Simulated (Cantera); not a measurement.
# Adiabatic ignition

An adiabatic, constant-volume homogeneous reactor starts with 4.23 % CH₄, 20.1 % O₂, 75.7 % N₂, equivalence ratio 0.42, at 1200 K and 825 Torr.

Cantera simulation using GRI-Mech 3.0 (53 species, 325 reactions); the numbers are that mechanism's predictions, not measurements.

```csv
t (s),T (K),P (bar),x CH₄,x O₂,x N₂O,x CH₂,x CO
2.00e-6,1200,1.10,0.0423,0.201,<1e-12,<1e-12,<1e-12
5.72e-6,1200,1.10,0.0423,0.201,<1e-12,<1e-12,<1e-12
1.64e-5,1200,1.10,0.0423,0.201,<1e-12,<1e-12,<1e-12
4.68e-5,1200,1.10,0.0423,0.201,<1e-12,<1e-12,<1e-12
0.000134,1200,1.10,0.0423,0.201,<1e-12,<1e-12,2.79e-12
0.000383,1200,1.10,0.0423,0.201,<1e-12,<1e-12,7.28e-11
0.00110,1200,1.10,0.0423,0.201,2.33e-12,<1e-12,2.48e-9
0.00313,1200,1.10,0.0422,0.201,1.50e-11,<1e-12,1.67e-7
0.00896,1201,1.10,0.0421,0.201,9.19e-11,3.26e-12,8.53e-6
0.0256,1260,1.16,0.0356,0.195,2.97e-9,7.59e-9,0.00242
0.0733,2289,2.10,<1e-12,0.112,8.19e-7,<1e-12,0.000925
0.210,2278,2.09,<1e-12,0.110,8.29e-7,<1e-12,0.000875
0.600,2277,2.09,<1e-12,0.110,8.30e-7,<1e-12,0.000870
```
x: mole fraction; the columns are a selection and need not sum to one.

The time of steepest temperature rise is 26.2 ms and the temperature at 0.600 s is 2277 K. The equilibrium temperature is 2277 K. The x(CH₄) at 0.600 s is <1e-12 (gas-phase equilibrium <1e-12), the x(O₂) at 0.600 s is 0.110 (gas-phase equilibrium 0.110) and the x(N₂O) at 0.600 s is 8.30e-7 (gas-phase equilibrium 8.30e-7).
